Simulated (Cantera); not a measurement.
A Cantera script and what it prints.

```python
import numpy as np
import cantera as ct

gas_names = """
    NO H2O N2O
""".split()
cond_names = """
    Sr(a) Sr(b) Sr(L) SrO2H2(s) SrO2H2(L)
""".split()


# ... load() reads the species with a 1 bar reference pressure and builds the phases ...
species = {s.name: s for s in load("nasa_gas.yaml", gas_names) + load("nasa_condensed.yaml", cond_names)}
# Each term lists the table entries of one substance; the one whose range holds T is used.
reactions = {
    'Sr + 2 NO(g) + H2O(g) = N2O(g) + Sr(OH)2':
        [(-1, ['Sr(a)', 'Sr(b)', 'Sr(L)']), (-2, ['NO']), (-1, ['H2O']), (1, ['N2O']), (1, ['SrO2H2(s)', 'SrO2H2(L)'])],
}


def pick(names, T):
    return next(species[n] for n in names if species[n].thermo.min_temp <= T <= species[n].thermo.max_temp)


results = []
for label, terms in reactions.items():
    print(label)
    print("     T/K   dH/kJ  dS/(J/K)   dG/kJ   log10 K")
    for T in [623, 673, 723, 773, 823, 873, 923, 973, 1023, 1073, 1123]:
        used = [(nu, pick(names, T)) for nu, names in terms]
        dH = sum(nu * s.thermo.h(T) for nu, s in used) / 1e6
        dS = sum(nu * s.thermo.s(T) for nu, s in used) / 1e3
        dG = dH - T * dS / 1e3
        logK = -dG * 1e6 / (ct.gas_constant * T * np.log(10))
        results.append((label, T, dH, dS, dG, logK, [s.name for _, s in used]))
        print(f"{T:8g} {dH:8.1f} {dS:8.1f} {dG:8.1f} {logK:8.2f}")
```

Result:

```
Sr + 2 NO(g) + H2O(g) = N2O(g) + Sr(OH)2
     T/K   dH/kJ  dS/(J/K)   dG/kJ   log10 K
     623   -822.5   -337.8   -612.1    51.32
     673   -820.5   -334.6   -595.3    46.20
     723   -818.1   -331.2   -578.6    41.80
     773   -815.4   -327.7   -562.2    37.99
     823   -791.7   -297.4   -547.0    34.71
     873   -787.9   -292.9   -532.2    31.84
     923   -784.2   -288.8   -517.7    29.29
     973   -780.5   -284.9   -503.3    27.02
    1023   -776.8   -281.2   -489.2    24.98
    1073   -781.4   -285.6   -474.9    23.12
    1123   -778.1   -282.6   -460.7    21.43
```

Standard-state values (1 bar) from the NASA 1993 polynomials, evaluated with Cantera. Condensed species are held in their standard states even where they would react or evaporate.
